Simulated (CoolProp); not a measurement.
Vapour-liquid equilibrium of R227EA (1) + isobutane (2) at 11.1 bar; x and y are mole fractions of (1).

Model: multi-fluid Helmholtz-energy mixture model, Lemmon 2016 and Bücker 2006; pair parameters Bell 2016, in CoolProp.

```tsv
x	bubble temperature (K)	y at the bubble point	dew temperature at overall composition x (K)	liquid density (mol/L)
0.05	338.6	0.130	342.0	8.346
0.15	331.6	0.296	337.7	8.249
0.25	327.9	0.395	333.5	8.097
0.35	325.8	0.464	329.5	7.935
0.45	324.6	0.520	326.2	7.786
0.55	324.1	0.574	324.2	7.658
0.65	324.0	0.633	324.1	7.553
0.75	324.7	0.704	325.3	7.465
0.85	326.1	0.795	327.3	7.383
0.95	328.8	0.920	329.6	7.290
```

y crosses x between x = 0.55 and 0.65: the model has an azeotrope there.

Pair parameters are fitted to limited data, so mixtures are less certain than the pure fluids.
